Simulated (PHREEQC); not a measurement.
Make-up at 75 °C: 0.025 mol NH4HF2, 3.3e-05 mol H2SiF6, 0.0007 mol H3BO3 and 7.4e-05 mol H2SO4 per kg of water. Closed to the air; pH follows from the charge balance.

Model: ion-association model, wateq4f.dat, run in PHREEQC.

No solid was allowed to form.

Problem. Order these S species by the share of S that they hold, largest first: HSO4-, NH4SO4-, SO4-2.

Solution. SO4-2 (82 %), NH4SO4- (14 %), HSO4- (4.8 %)

The pH is 3.56 and the ionic strength 0.0254 mol/kgw. Constants without temperature data keep their 25 °C values here. SiF6-2 is the database's only silicon fluoride. Real BF4- forms and hydrolyses slowly; the run takes it at equilibrium.
